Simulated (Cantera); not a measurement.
**Moist CO burnout**

A perfectly stirred reactor is fed with CO : O2 : H2O : N2 : CH4 = 0.013 : 0.008 : 0.015 : 1 : 0.0014 (molar parts), at 69000 Pa; it is held at 925 K, and followed from long to short residence time.

Cantera simulation using GRI-Mech 3.0 (53 species, 325 reactions); the numbers are that mechanism's predictions, not measurements.

```tsv
τ (s)	x CO	x O2	x H2O	x H	x H2
9.8	0.00690	0.00266	0.0166	2.87e-7	0.000335
3.3	0.00961	0.00442	0.0161	3.03e-7	0.000432
1.1	0.0116	0.00614	0.0154	2.67e-7	0.000422
0.37	0.0123	0.00720	0.0148	1.99e-7	0.000207
0.13	0.0125	0.00758	0.0145	1.41e-7	5.49e-5
0.043	0.0125	0.00771	0.0145	6.03e-12	4.04e-10
0.014	0.0125	0.00771	0.0145	2.47e-12	5.38e-11
0.0048	0.0125	0.00771	0.0145	1.62e-12	1.21e-11
0.0016	0.0125	0.00771	0.0145	1.13e-12	2.81e-12
```
x: mole fraction; the columns are a selection and need not sum to one.
